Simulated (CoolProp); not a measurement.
Vapour-liquid equilibrium of n-octane (1) + n-dodecane (2) at 0.0147 bar; x and y are mole fractions of (1).

The numbers come from the multi-fluid Helmholtz-energy mixture model, Beckmüller 2019 and Lemmon 2004; pair parameters Bell 2016 in CoolProp.

| x | bubble temperature, mixture model (°C) | bubble temperature, Raoult's law (°C) | y, mixture model | y, Raoult's law |
|---|---|---|---|---|
| 0.05 | 76.1 | 74.6 | 0.617 | 0.648 |
| 0.125 | 61.0 | 59.4 | ? | 0.870 |
| 0.2 | 51.9 | 50.5 | ? | 0.934 |
| 0.275 | 45.5 | 44.3 | 0.958 | 0.961 |
| 0.35 | 40.6 | 39.7 | 0.973 | 0.975 |
| 0.425 | 36.7 | 36.1 | ? | 0.983 |
| 0.5 | 33.6 | 33.0 | 0.988 | 0.988 |
| 0.575 | 30.9 | 30.5 | 0.992 | 0.992 |
| 0.65 | ? | 28.3 | ? | 0.994 |
| 0.725 | 26.5 | 26.3 | 0.996 | 0.996 |
| 0.8 | 24.7 | 24.6 | 0.998 | 0.998 |
| 0.875 | 23.1 | 23.1 | 0.999 | 0.999 |
| 0.95 | 21.7 | 21.6 | 1.000 | 1.000 |

Problem. What belongs in the gaps?

Solution. 
- 0.125, y, mixture model: 0.856
- 0.2, y, mixture model: 0.927
- 0.425, y, mixture model: 0.982
- 0.65, bubble temperature, mixture model (°C): 28.5
- 0.65, y, mixture model: 0.995

The largest gap from Raoult's law is +1.6 K in bubble temperature, at x = 0.125. No azeotrope shows between x = 0.05 and 0.95.

The pair parameters rest on a limited set of measurements; away from them the model extrapolates.
